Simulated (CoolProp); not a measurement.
C3F8 (R218) at 330.07 K and 3.31 MPa flows at 2.8 m/s in a round tube of 12.7 mm bore and 1.5 µm roughness, fully developed (64/Re and Nu = 3.66 if laminar; Colebrook and Gnielinski if turbulent). Each further row changes one setting.

The numbers come from the reference Helmholtz-energy equation of state, Lemmon 2006 in CoolProp. It is a short technical equation, of lower accuracy than the large ones.

| case | Reynolds number | Darcy friction factor | pressure drop (Pa/m) | heat-transfer coefficient (W/(m² K)) | mass flow (kg/h) |
|---|---|---|---|---|---|
| as stated | 371000 | 0.0152 | 5400 | 4570 | 1470 |
| velocity 5.6 m/s | 741000 | 0.0140 | 20000 | 8620 | 2950 |
| diameter 25.4 mm | 741000 | 0.0133 | 2360 | 4120 | 5890 |

Viscosity comes from a separate model (Huber 2003), an estimate that may be off by 10 % or more. Thermal conductivity comes from a separate model (Huber 2003), an estimate that may be off by 10 % or more.
